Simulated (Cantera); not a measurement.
# N2O furnace oxynitridation

An isothermal, constant-pressure homogeneous reactor starts with 83.3 % N2O, 16.7 % H2O, at 1348 K and 100000 Pa.

Model: GRI-Mech 3.0 (53 species, 325 reactions), integrated in Cantera. GRI-Mech 3.0 was tuned for natural gas; its chemistry of N2O as a main component is partial and can be far from experiment. The mechanism lacks the step 2 NO + O2 → 2 NO2, which can matter for NO2 below about 1400 K. The temperature is held fixed by assumption; the heat of reaction is taken as removed at once.

```json
[
 {"t (s)": "0.000500", "x N2O": "0.826", "x H2O": "0.166", "x O2": "0.00212", "x N2": "0.00477", "x H": "1.24e-7"},
 {"t (s)": "0.00103", "x N2O": "0.818", "x H2O": "0.166", "x O2": "0.00446", "x N2": "0.00989", "x H": "1.23e-7"},
 {"t (s)": "0.00213", "x N2O": "0.803", "x H2O": "0.165", "x O2": "0.00917", "x N2": "0.0202", "x H": "1.16e-7"},
 {"t (s)": "0.00440", "x N2O": "0.772", "x H2O": "0.163", "x O2": "0.0185", "x N2": "0.0406", "x H": "1.06e-7"},
 {"t (s)": "0.00909", "x N2O": "0.714", "x H2O": "0.160", "x O2": "0.0362", "x N2": "0.0788", "x H": "9.50e-8"},
 {"t (s)": "0.0188", "x N2O": "0.614", "x H2O": "0.154", "x O2": "0.0671", "x N2": "0.145", "x H": "8.46e-8"},
 {"t (s)": "0.0387", "x N2O": "0.464", "x H2O": "0.145", "x O2": "0.114", "x N2": "0.245", "x H": "7.31e-8"},
 {"t (s)": "0.0800", "x N2O": "0.283", "x H2O": "0.134", "x O2": "0.171", "x N2": "0.366", "x H": "5.72e-8"},
 {"t (s)": "0.165", "x N2O": "0.124", "x H2O": "0.125", "x O2": "0.223", "x N2": "0.474", "x H": "3.37e-8"},
 {"t (s)": "0.341", "x N2O": "0.0328", "x H2O": "0.120", "x O2": "0.254", "x N2": "0.537", "x H": "1.02e-8"},
 {"t (s)": "0.704", "x N2O": "0.00351", "x H2O": "0.118", "x O2": "0.264", "x N2": "0.558", "x H": "1.36e-9"},
 {"t (s)": "1.45", "x N2O": "5.03e-5", "x H2O": "0.118", "x O2": "0.266", "x N2": "0.560", "x H": "5.08e-10"},
 {"t (s)": "3.00", "x N2O": "6.11e-7", "x H2O": "0.118", "x O2": "0.266", "x N2": "0.560", "x H": "4.96e-10"}
]
```
x: mole fraction; the columns are a selection and need not sum to one.

Equilibrium at this temperature and pressure: N2O 3.08e-8, H2O 0.118, O2 0.294, N2 0.588, H 4.84e-10 (gas phase only).
